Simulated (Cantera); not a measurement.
# Ammonia decomposition in nitride growth gas

An isothermal, constant-pressure homogeneous reactor starts with NH₃ : N₂ = 1 : 1 (molar parts), at 2025 K and 9.00 Torr.

Computed with Cantera and the gas-phase N/H chemistry of the illustrative SiF4/NH3 mechanism in the Surface Chemkin manual (1991). Walls and surfaces, which speed up NH3 decomposition in real reactors, are not modelled.

| t (s) | x NH₃ | x H₂ | x N | x NH₂ | x H | x N₂H₄ | x N₂ |
|---|---|---|---|---|---|---|---|
| 1.00e-5 | 0.500 | 3.92e-7 | <1e-12 | 1.22e-6 | 4.40e-7 | <1e-12 | 0.500 |
| 2.46e-5 | 0.500 | 1.49e-6 | <1e-12 | 3.54e-6 | 5.59e-7 | <1e-12 | 0.500 |
| 6.06e-5 | 0.500 | 4.47e-6 | <1e-12 | 9.51e-6 | 5.76e-7 | <1e-12 | 0.500 |
| 0.000149 | 0.500 | 1.18e-5 | <1e-12 | 2.42e-5 | 5.76e-7 | 2.47e-12 | 0.500 |
| 0.000367 | 0.500 | 3.00e-5 | 9.86e-12 | 6.05e-5 | 5.78e-7 | 1.61e-11 | 0.500 |
| 0.000904 | 0.500 | 7.53e-5 | 1.88e-10 | 0.000149 | 5.94e-7 | 1.00e-10 | 0.500 |
| 0.00223 | 0.500 | 0.000197 | 2.26e-9 | 0.000365 | 7.17e-7 | 6.05e-10 | 0.500 |
| 0.00548 | 0.499 | 0.000674 | 1.25e-8 | 0.000866 | 1.62e-6 | 3.41e-9 | 0.500 |
| 0.0135 | 0.495 | 0.00369 | 7.43e-8 | 0.00157 | 6.86e-6 | 1.12e-8 | 0.500 |
| 0.0332 | 0.483 | 0.0155 | 2.79e-7 | 0.00163 | 2.12e-5 | 1.21e-8 | 0.500 |
| 0.0817 | 0.455 | 0.0441 | 7.35e-7 | 0.00143 | 5.05e-5 | 9.35e-9 | 0.500 |
| 0.201 | 0.394 | 0.105 | 1.41e-6 | 0.00118 | 0.000111 | 6.37e-9 | 0.500 |
| 0.495 | 0.284 | 0.215 | 1.95e-6 | 0.000884 | 0.000230 | 3.56e-9 | 0.500 |
| 1.22 | 0.145 | 0.354 | 2.13e-6 | 0.000530 | 0.000444 | 1.28e-9 | 0.500 |
| 3.00 | 0.0398 | 0.459 | 1.93e-6 | 0.000208 | 0.000817 | 1.96e-10 | 0.500 |
x: mole fraction; the columns are a selection and need not sum to one.

Equilibrium at this temperature and pressure: NH₃ 5.59e-8, H₂ 0.491, N 8.26e-9, NH₂ 4.14e-9, H 0.0124, N₂H₄ <1e-12, N₂ 0.497 (gas phase only).
